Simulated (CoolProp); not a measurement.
Properties of R507A along the isobar 0.101 MPa (Tc = 70.6 °C, pc = 3.705 MPa, ω = 0.286).

Model: reference Helmholtz-energy equation of state, Lemmon 2003, in CoolProp. It is a pseudo-pure fit of the blend.

```json
[
 {"T (°C)": "16.55", "phase": "gas", "density (kg/m³)": "4.223", "cv (kJ/(kg K))": "0.7664", "Joule-Thomson coefficient (K/MPa)": "18.77", "expansivity (1/kK)": "3.687", "Prandtl number": "0.790"},
 {"T (°C)": "30.55", "phase": "gas", "density (kg/m³)": "4.016", "cv (kJ/(kg K))": "0.7901", "Joule-Thomson coefficient (K/MPa)": "15.95", "expansivity (1/kK)": "3.479", "Prandtl number": "0.788"},
 {"T (°C)": "44.55", "phase": "gas", "density (kg/m³)": "3.830", "cv (kJ/(kg K))": "0.8137", "Joule-Thomson coefficient (K/MPa)": "13.72", "expansivity (1/kK)": "3.297", "Prandtl number": "0.788"},
 {"T (°C)": "58.55", "phase": "gas", "density (kg/m³)": "3.662", "cv (kJ/(kg K))": "0.8372", "Joule-Thomson coefficient (K/MPa)": "11.94", "expansivity (1/kK)": "3.137", "Prandtl number": "0.789"},
 {"T (°C)": "72.65", "phase": "gas", "density (kg/m³)": "3.507", "cv (kJ/(kg K))": "0.8605", "Joule-Thomson coefficient (K/MPa)": "10.48", "expansivity (1/kK)": "2.993", "Prandtl number": "0.791"},
 {"T (°C)": "86.65", "phase": "gas", "density (kg/m³)": "3.366", "cv (kJ/(kg K))": "0.8832", "Joule-Thomson coefficient (K/MPa)": "9.281", "expansivity (1/kK)": "2.864", "Prandtl number": "0.793"},
 {"T (°C)": "100.65", "phase": "gas", "density (kg/m³)": "3.237", "cv (kJ/(kg K))": "0.9054", "Joule-Thomson coefficient (K/MPa)": "8.283", "expansivity (1/kK)": "2.746", "Prandtl number": "0.796"},
 {"T (°C)": "114.65", "phase": "gas", "density (kg/m³)": "3.117", "cv (kJ/(kg K))": "0.9271", "Joule-Thomson coefficient (K/MPa)": "7.440", "expansivity (1/kK)": "2.639", "Prandtl number": "0.799"},
 {"T (°C)": "128.65", "phase": "gas", "density (kg/m³)": "3.006", "cv (kJ/(kg K))": "0.9482", "Joule-Thomson coefficient (K/MPa)": "6.721", "expansivity (1/kK)": "2.541", "Prandtl number": "0.801"},
 {"T (°C)": "142.75", "phase": "gas", "density (kg/m³)": "2.902", "cv (kJ/(kg K))": "0.9689", "Joule-Thomson coefficient (K/MPa)": "6.098", "expansivity (1/kK)": "2.449", "Prandtl number": "0.804"},
 {"T (°C)": "156.75", "phase": "gas", "density (kg/m³)": "2.806", "cv (kJ/(kg K))": "0.9888", "Joule-Thomson coefficient (K/MPa)": "5.562", "expansivity (1/kK)": "2.365", "Prandtl number": "0.806"},
 {"T (°C)": "170.75", "phase": "gas", "density (kg/m³)": "2.716", "cv (kJ/(kg K))": "1.008", "Joule-Thomson coefficient (K/MPa)": "5.093", "expansivity (1/kK)": "2.287", "Prandtl number": "0.808"},
 {"T (°C)": "184.75", "phase": "gas", "density (kg/m³)": "2.632", "cv (kJ/(kg K))": "1.027", "Joule-Thomson coefficient (K/MPa)": "4.680", "expansivity (1/kK)": "2.214", "Prandtl number": "0.810"},
 {"T (°C)": "198.85", "phase": "gas", "density (kg/m³)": "2.552", "cv (kJ/(kg K))": "1.045", "Joule-Thomson coefficient (K/MPa)": "4.312", "expansivity (1/kK)": "2.145", "Prandtl number": "0.812"},
 {"T (°C)": "212.85", "phase": "gas", "density (kg/m³)": "2.478", "cv (kJ/(kg K))": "1.063", "Joule-Thomson coefficient (K/MPa)": "3.987", "expansivity (1/kK)": "2.081", "Prandtl number": "0.813"},
 {"T (°C)": "226.85", "phase": "gas", "density (kg/m³)": "2.408", "cv (kJ/(kg K))": "1.079", "Joule-Thomson coefficient (K/MPa)": "3.697", "expansivity (1/kK)": "2.021", "Prandtl number": "0.814"}
]
```

Viscosity comes from a separate model (Geller 2000). Thermal conductivity comes from a separate model (Geller 2001).
